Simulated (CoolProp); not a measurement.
Model: reference Helmholtz-energy equation of state, Smukala 2000, in CoolProp.

**Question.** For ethylene, give the phase and the cv (kJ/(kg K)) at 398.6 K and 0.08 MPa.

**Answer.** 
- 398.6 K and 0.08 MPa: gas; cv 1.59
